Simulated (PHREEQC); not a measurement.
Make-up at 20 °C: 11 mmol/kgw HF, 4.7 mmol/kgw NH4HF2, 5 mmol/kgw H2SiF6 and 0.079 mmol/kgw H2SO4. Closed to the air; pH follows from the charge balance.

The numbers come from PHREEQC with the ion-association model, wateq4f.dat.

| Quantity | Value |
|---|---|
| pH | 2.17 |
| ionic strength | 0.0173 mol/kgw |
| total alkalinity | -45.9 meq/kg |

| species | molality | activity | log γ |
|---|---|---|---|
| HF | 0.0164 | 0.0165 | 0.002 |
| H+ | 0.00758 | 0.00679 | -0.048 |
| SiF6-2 | 0.00500 | 0.00302 | -0.219 |
| NH4+ | 0.00470 | 0.00413 | -0.056 |
| F- | 0.00202 | 0.00177 | -0.058 |
| H2F2 | 0.000845 | 0.000848 | 0.002 |

No solid was allowed to form. SiF6-2 is the database's only silicon fluoride.
